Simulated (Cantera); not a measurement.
## Hydrogen reduction and annealing atmospheres: PbO + H₂

Feed: 1 mol PbO, 37 mol H₂, equilibrated at 2048 K and 450 Torr.

These are equilibrium values from Cantera (NASA tables, ideal gas, pure condensed phases), not measurements of a reactor. Candidate condensed phases: H₂O, Pb, PbO, PbO₂, Pb₃O₄; 12 gas species. The numbers say what is thermodynamically allowed, not how fast it happens.

x(H₂): 0.945
x(Pb): 0.0263
x(H₂O): 0.0263
x(H): 0.00281
x(OH): 8.51e-6
x(PbO): 3.95e-6
x(Pb₂): 1.84e-6
gas amount: 38.05 mol
log10 activity of Pb(l) (absent): -1.86
